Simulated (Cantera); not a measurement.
An adiabatic, constant-pressure homogeneous reactor starts with CH4 : C2H6 : O2 : N2 = 1 : 0.044 : 1.79 : 14.5 (molar parts), equivalence ratio 1.2, at 1100 K and 6.40 bar. Integrator tolerance rtol = 1e-08.

Detailed kinetics in Cantera: GRI-Mech 3.0 (53 species, 325 reactions).

Problem. What does this change do: CH4 1 to 1.3 parts?

Solution. 
```json
[
 {"quantity": "time of steepest temperature rise", "before": "18.6 ms", "after": "25.2 ms"},
 {"quantity": "temperature at 6.00 s", "before": "2112 K", "after": "1974 K"},
 {"quantity": "equilibrium temperature", "before": "2112 K", "after": "1974 K"},
 {"quantity": "x(CH4) at 6.00 s", "before": "<1e-12 (gas-phase equilibrium <1e-12)", "after": "1.55e-10 (gas-phase equilibrium 1.74e-10)"},
 {"quantity": "x(C2H6) at 6.00 s", "before": "<1e-12 (gas-phase equilibrium <1e-12)", "after": "<1e-12 (gas-phase equilibrium <1e-12)"},
 {"quantity": "x(O2) at 6.00 s", "before": "3.09e-6 (gas-phase equilibrium 3.09e-6)", "after": "3.10e-8 (gas-phase equilibrium 3.10e-8)"},
 {"quantity": "x(C2H4) at 6.00 s", "before": "<1e-12 (gas-phase equilibrium <1e-12)", "after": "<1e-12 (gas-phase equilibrium <1e-12)"},
 {"quantity": "x(N2O) at 6.00 s", "before": "5.79e-9 (gas-phase equilibrium 5.79e-9)", "after": "3.86e-10 (gas-phase equilibrium 3.86e-10)"}
]
```

Problem. What does this change do: initial temperature 1100 to 1400 K?

Solution. 
```
quantity                                                            before                                    after
---------------------------------  ---------------------------------------  ---------------------------------------
time of steepest temperature rise                                  18.6 ms                                 0.828 ms
temperature at 6.00 s                                               2112 K                                   2378 K
equilibrium temperature                                             2112 K                                   2378 K
x(CH4) at 6.00 s                     <1e-12 (gas-phase equilibrium <1e-12)    <1e-12 (gas-phase equilibrium <1e-12)
x(C2H6) at 6.00 s                    <1e-12 (gas-phase equilibrium <1e-12)    <1e-12 (gas-phase equilibrium <1e-12)
x(O2) at 6.00 s                    3.09e-6 (gas-phase equilibrium 3.09e-6)  8.57e-5 (gas-phase equilibrium 8.57e-5)
x(C2H4) at 6.00 s                    <1e-12 (gas-phase equilibrium <1e-12)    <1e-12 (gas-phase equilibrium <1e-12)
x(N2O) at 6.00 s                   5.79e-9 (gas-phase equilibrium 5.79e-9)  5.41e-8 (gas-phase equilibrium 5.41e-8)
```
